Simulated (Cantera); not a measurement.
A closed system holds: 1 mol C2H4, 0.11 mol H2O, 46 mol N2.

Cantera equilibrium calculation (NASA polynomials, part measured and part estimated; ideal gas, pure solids and liquids). Candidate condensed phases: C, C6H6, C7H8, C8H18, H2O; 136 gas species. The ideal-gas law is rough above about 30 bar. Rates play no part.

Stable condensed phases, one row left out:

```
T in K \ P in Pa
               10       46      220     1000     4600    22000   100000   460000  2200000 10000000
   2700         A        A        B        B        B        B        B        B        B        B
   2550         A        B        B        B        B        B        B        B        B        B
   2250         B        B        B        B        B        B        B        B        B        B
   2100         B        B        B        B        B        B        B        B        B        B
   1950         B        B        B        B        B        B        B        B        B        B
   1800         B        B        B        B        B        B        B        B        B        B
   1650         B        B        B        B        B        B        B        B        B        B
   1500         B        B        B        B        B        B        B        B        B        B
   1350         B        B        B        B        B        B        B        B        B        B
```

A: gas only; B: C.

Question: Give the row for 2400 K.

Answer: 10: C; 46: C; 220: C; 1000: C; 4600: C; 22000: C; 100000: C; 460000: C; 2200000: C; 10000000: C.
